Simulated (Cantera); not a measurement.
Charge: 1 mol Si, 0.028 mol O2, 12 mol N2, equilibrated at 99.0 Pa.

These are equilibrium values from Cantera (NASA tables, ideal gas, pure condensed phases), not measurements of a reactor. Candidate condensed phases: Si, SiO2, Si2N2O, Si3N4; 16 gas species. N2 is the only nitrogen source here; it is nearly inert below about 1500 K, so the nitride shown seldom forms there in practice. Mutual solubility and eutectic melting of coexisting phases are not modelled. Kinetics and transport are ignored.

Question: What share of the Si ends up in condensed phases as a function of T (K), at 1075, 1150, 1225, 1300, 1375, 1450, 1525, 1600, 1675, 1750, 1825, 1900?

Answer: 
| T (K) | Si condensed (%) | as |
|---|---|---|
| 1075 | 100.0 | Si2N2O(s) + Si3N4(s) |
| 1150 | 100.0 | Si2N2O(s) + Si3N4(s) |
| 1225 | 100.0 | Si2N2O(s) + Si3N4(s) |
| 1300 | 100.0 | Si2N2O(s) + Si3N4(s) |
| 1375 | 100.0 | Si2N2O(s) + Si3N4(s) |
| 1450 | 99.9 | Si2N2O(s) + Si3N4(s) |
| 1525 | 99.2 | Si2N2O(s) + Si3N4(s) |
| 1600 | 94.3 | Si3N4(s) |
| 1675 | 93.8 | Si(s) |
| 1750 | 92.4 | Si(l) |
| 1825 | 88.4 | Si(l) |
| 1900 | 77.9 | Si(l) |
